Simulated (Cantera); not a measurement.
A closed system holds: 1 mol BCl3, 28 mol N2, 1.3 mol H2, equilibrated at 1698 K and 1330 Pa.

Method: chemical equilibrium by Gibbs-energy minimisation in Cantera with the NASA 1993 tables (ideal gas, pure condensed phases). Candidate condensed phases: B, BN, NH4Cl; 21 gas species. The tables' values for BCl2, BCl are old estimates; treat these amounts as uncertain. Gases not in the tables: BHCl2. Rates play no part.

Base state: N2 0.909, HCl 0.0814, BCl3 0.00498, H2 0.00213, Cl 0.00172, BCl2 0.000314, BCl 0.000209, H 5.78e-5 (mole fractions); condensed: BN(s).

Problem. What changes in the equilibrium state with this change: H2 from 1.3 to 1.8 mol?

Solution. 
```tsv
species	before	after
N2	0.909	0.893
HCl	0.0814	0.0943
H2	0.00213	0.0112
BCl3	0.00498	0.000647
BCl2	0.000314	8.08e-5
H	5.78e-5	0.000133
Cl	0.00172	0.000867
BCl	0.000209	0.000107
BN(s), mol	0.833	0.974
```
The tables' values for BCl, BCl2 are old estimates; treat these amounts as uncertain.
